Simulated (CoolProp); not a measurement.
The numbers come from the reference Helmholtz-energy equation of state, Thol 2019 in CoolProp.

Q: For decamethylcyclopentasiloxane (D5), give the phase and the cv (kJ/(kg K)), isothermal compressibility (1/MPa) at 131.45 °C and 0.581 bar; 133.55 °C and 0.408 bar.

A: 
- 131.45 °C and 0.581 bar: liquid; cv 1.62, isothermal compressibility 0.00360
- 133.55 °C and 0.408 bar: liquid; cv 1.62, isothermal compressibility 0.00368
